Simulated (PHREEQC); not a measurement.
Dissolve 0.015 mol HCl, 0.00046 mol MnSO4 and 0.00014 mol NiSO4 per kg of water at 25 °C. Closed to the air; pH follows from the charge balance.

The numbers come from PHREEQC with the ion-association model, wateq4f.dat.

Task: The ionic strength comes out as 0.0168 mol/kgw. What activity coefficients do H+, MnCl+, NiCl+, Cl-, Ni+2 get?

Result: H+ 0.90, MnCl+ 0.88, NiCl+ 0.88, Cl- 0.88, Ni+2 0.60.

Precipitation was switched off in this run.
